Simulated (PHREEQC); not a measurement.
Consider water at 15 °C with 0.53 mol/kgw Na2CO3, 1.2 mol/kgw KCl and 1.6 mol/kgw KBr. Closed to the air; pH follows from the charge balance.

Computed with PHREEQC (Pitzer model, pitzer.dat).

The ionic strength comes out as 4.39 mol/kgw. What activity coefficients do Br-, Na+, K+, Cl-, OH- get?

Br- 0.62, Na+ 0.62, K+ 0.56, Cl- 0.57, OH- 0.76. Single-ion values are on the MacInnes scale.

This is a speciation only: nothing precipitates in the calculation. Complexes and solids missing from the database can't appear. In brines, pH and single-ion activities rest on the MacInnes convention.
